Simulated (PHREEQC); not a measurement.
A column of 1 m (30 cells, dispersivity 0.05 m, 3600 s a shift, diffusion coefficient 3e-10 m²/s) holds 0.00039 eq of the database's cation exchanger X per kg of pore water, first in equilibrium with 0.0088 mol/kgw NaCl, 0.07 mol/kgw ZnSO4 and 1e-05 mol/kgw HCl. It is flushed with 0.00048 mol CuCl2 and 1e-05 mol HCl per kg of water, at 40 °C. Values are for the last cell. CO2 from the air is kept out. Precipitation was switched off in this run.

The series has 31 steps of pore volumes, from 0 to 3.017.

Computed with PHREEQC (ion-association model, phreeqc.dat).

### Question
After how many pore volumes does Cu at the outlet first reach half of its feed value?

### Answer
By 1.0 pore volumes.

Complexes and solids missing from the database can't appear. At this temperature some constants are extrapolated from 25 °C, and those without enthalpy data are left unchanged.
